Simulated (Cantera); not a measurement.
Cantera with NASA thermochemical tables; ideal gases at 1 bar, condensed phases pure. Values are per mole of reaction as written; species without (g) are pure solids or liquids, kept so even where they would boil at 1 bar.

Question: Between 300 and 1250 K, where is each reaction favourable under standard conditions?
- 2 HCl(g) + 2 Cs ⇌ H2(g) + 2 CsCl

Answer: 
- 2 HCl(g) + 2 Cs ⇌ H2(g) + 2 CsCl: ΔG° is -638 kJ at 300 K and -461 kJ at 1250 K; it stays negative (K > 1). ΔH° is -629 kJ and ΔS° -134 J/K at 1250 K.
